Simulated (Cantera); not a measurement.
Source: NASA polynomial tables (part measured, part estimated), evaluated in Cantera. Values are per mole of reaction as written; species without (g) are pure solids or liquids, kept so even where they would boil at 1 bar.

10 O(g) + 4 PH3(g) = 6 H2(g) + P4O10(g), with ΔH° = -5417.6 kJ and ΔS° = -1263.7 J/K at 300 K.

Q: How far is the shortcut ΔG° ≈ ΔH°(300 K) − T·ΔS°(300 K) from the full temperature-dependent value at 1598, 1698, 1798, 1898, 1998, 2098, 2198, 2298 K?

A: 
```tsv
T (K)	shortcut (kJ)	full (kJ)	difference (kJ)	difference in log10 K
1598	-3398.1	-3429.4	31.3	-1.02
1698	-3271.7	-3306.8	35.1	-1.08
1798	-3145.4	-3184.3	38.9	-1.13
1898	-3019.0	-3061.9	42.9	-1.18
1998	-2892.6	-2939.5	46.9	-1.23
2098	-2766.3	-2817.3	51.0	-1.27
2198	-2639.9	-2695.1	55.2	-1.31
2298	-2513.5	-2573.0	59.5	-1.35
```
The shortcut ignores the heat-capacity change of the reaction.
